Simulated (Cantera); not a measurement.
Feed: 1 mol SiH4, 0.75 mol N2O, 2.5 mol H2, equilibrated at 0.00320 bar.

Cantera equilibrium calculation (NASA polynomials, part measured and part estimated; ideal gas, pure solids and liquids). Candidate condensed phases: H2O, Si, SiO2, Si2N2O, Si3N4; 35 gas species. Mutual solubility and eutectic melting of coexisting phases are not modelled. The tables hold silica as quartz up to 1696 K and as liquid above; real silica turns to tridymite and cristobalite and melts near 1996 K. Gases not in the tables: Si2H6 and higher silanes. The numbers say what is thermodynamically allowed, not how fast it happens.

Which condensed phases are stable at each of these points (T (K)): 673, 773, 873, 973, 1073, 1173, 1273, 1373, 1473, 1573, 1673, 1773, 1873?


```tsv
T (K)	condensed phases	Si condensed (%)
673	SiO2(α-quartz) + Si2N2O(s)	100.0
773	SiO2(α-quartz) + Si2N2O(s)	100.0
873	SiO2(β-quartz) + Si2N2O(s)	100.0
973	SiO2(β-quartz) + Si2N2O(s)	100.0
1073	SiO2(β-quartz) + Si2N2O(s)	100.0
1173	SiO2(β-quartz) + Si2N2O(s)	100.0
1273	SiO2(β-quartz) + Si2N2O(s)	100.0
1373	SiO2(β-quartz) + Si2N2O(s)	99.9
1473	SiO2(β-quartz) + Si2N2O(s)	97.3
1573	SiO2(β-quartz) + Si2N2O(s)	63.3
1673	Si2N2O(s)	49.9
1773	Si(l)	24.5
1873	Si(l)	23.2
```

From 673 K to 773 K the condensed part is SiO2(α-quartz) + Si2N2O(s). From 873 K to 1573 K the condensed part is SiO2(β-quartz) + Si2N2O(s). At 1673 K the condensed part is Si2N2O(s). From 1773 K to 1873 K the condensed part is Si(l).
